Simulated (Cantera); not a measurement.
Charge: 1 mol SiH4, 0.85 mol HCl, 390 mol H2, held at 1723 K and 2.40 Torr.

Equilibrium computed with Cantera from the NASA thermochemical tables; the gas is ideal and each condensed phase is pure. Candidate condensed phases: Si; 19 gas species. Gases not in the tables: Si2H6 and higher silanes. Kinetics and transport are ignored.

Question: What is the equilibrium state?

Answer: 
| Property | Result |
|---|---|
| x(H2) | 0.994 |
| x(H) | 0.00321 |
| x(HCl) | 0.00212 |
| x(Si) | 0.000307 |
| x(SiH) | 2.49e-5 |
| x(SiH2) | 1.69e-5 |
| x(SiCl2) | 1.56e-5 |
| x(Cl) | 5.30e-6 |
| x(SiCl) | 5.15e-6 |
| n(Si(l)) | 0.853 mol |
| gas amount | 393.6 mol |
